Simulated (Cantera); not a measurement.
**Stirred combustor or abatement burner**

A perfectly stirred reactor is fed with CH4 : H2 : O2 : N2 = 1 : 0.27 : 3.75 : 14.1 (molar parts), equivalence ratio 0.57, at 500000 Pa; it is adiabatic with a 750 K inlet, and is followed from long to short residence time, starting on the burning branch (τ in s: 0.32, 0.091, 0.026, 0.0072, 0.002, 0.00057, 0.00016, 4.5e-05, 1.3e-05, 3.6e-06).

Model: GRI-Mech 3.0 (53 species, 325 reactions), integrated in Cantera.

```
τ (s)    T (K)     x CH4      x H2    x O2      x CO    x CH2    x C2H6
-------  -----  --------  --------  ------  --------  -------  --------
0.32      1982   6.16e-7   4.86e-5  0.0845  0.000105  2.46e-9    <1e-12
0.091     1982   2.06e-6   5.44e-5  0.0847  0.000135  8.59e-9  9.61e-12
0.026     1981   6.38e-6   7.23e-5  0.0848  0.000227  2.93e-8  8.64e-11
0.0072    1977   1.77e-5  0.000125  0.0849  0.000490  9.84e-8  5.62e-10
0.0020    1967   4.34e-5  0.000258  0.0851   0.00115  3.06e-7   2.46e-9
0.00057   1946  0.000101  0.000555  0.0857   0.00265  8.50e-7   8.66e-9
0.00016   1903  0.000252   0.00119  0.0874   0.00613  2.18e-6   3.35e-8
4.5e-5    1810  0.000809   0.00252  0.0929    0.0144  5.29e-6   2.64e-7
1.3e-5     750    0.0523    0.0141   0.196    <1e-12   <1e-12    <1e-12
3.6e-6     750    0.0523    0.0141   0.196    <1e-12   <1e-12    <1e-12
```
x: mole fraction; the columns are a selection and need not sum to one.
